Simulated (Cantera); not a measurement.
Cantera run:

```python
import numpy as np
import cantera as ct

gas_names = [...]  # 110 gases of nasa_gas.yaml made of C, H, O
cond_names = """
    C(gr) C6H6(L) C7H8(L) C8H18(L),n-octa H2O(s) H2O(L)
""".split()


# ... load() reads the species with a 1 bar reference pressure and builds the phases ...
atoms = {
    'C': {'C': 1},
    'H2O': {'H': 2, 'O': 1},
    'H2': {'H': 2},
}
top_T = {'C(gr)': 4500}  # K; cautious upper limits of use, not melting points


# ... equilibrate(T, P, feed) seeds the gas with the atoms and calls Mixture.equilibrate('TP', solver="vcs", rtol=1e-11, max_steps=5000) ...
results = []
feed = {'C': 1, 'H2O': 0.54, 'H2': 3.4}  # mol
P = 10000  # Pa
for T in [1050, 1075, 1100, 1125, 1150, 1175, 1200, 1225, 1250, 1275, 1300]:
    mix = equilibrate(T, P, feed)
    results.append((T, P, feed, dict(zip(mix.species_names, mix.species_moles))))

top = {s: max(r[3][s] / sum(r[3][g] for g in gas_names) for r in results) for s in gas_names}
cols = sorted((s for s in top if top[s] > 1e-06), key=lambda s: -top[s])[:7]
seen = [c for c in cond_names if any(r[3].get(c, 0) > 1e-12 for r in results)]
print("log10 of partial pressures in bar; condensed amounts in mol")
print(f"{'T/K':>10s}" + "".join(f"{s[:9]:>10s}" for s in cols + seen))
for T, P, feed, n in results:
    ng = sum(n[g] for g in gas_names)
    print(f"{T:10.4g}" + "".join(f"{np.log10(max(n[s] / ng * P / 1e5, 1e-99)):10.3f}" for s in cols)
          + "".join(f"{n.get(c, 0):10.4g}" for c in seen))
```

Result:

```
log10 of partial pressures in bar; condensed amounts in mol
       T/K        H2        CO       CH4       H2O       CO2         H     C(gr)
      1050    -1.058    -1.925    -3.359    -3.724    -4.520    -8.620    0.4502
      1075    -1.058    -1.923    -3.461    -3.879    -4.713    -8.362    0.4513
      1100    -1.057    -1.922    -3.560    -4.027    -4.897    -8.116    0.4525
      1125    -1.057    -1.921    -3.654    -4.169    -5.074    -7.881    0.4535
      1150    -1.057    -1.920    -3.744    -4.306    -5.244    -7.656    0.4544
      1175    -1.057    -1.920    -3.831    -4.436    -5.407    -7.440    0.4552
      1200    -1.056    -1.919    -3.914    -4.562    -5.562    -7.233    0.4559
      1225    -1.056    -1.919    -3.994    -4.682    -5.712    -7.035    0.4565
      1250    -1.056    -1.919    -4.071    -4.798    -5.855    -6.844     0.457
      1275    -1.056    -1.919    -4.145    -4.909    -5.992    -6.661    0.4574
      1300    -1.056    -1.919    -4.217    -5.015    -6.124    -6.484    0.4577
```

Method: chemical equilibrium by Gibbs-energy minimisation in Cantera with the NASA 1993 tables (ideal gas, pure condensed phases).
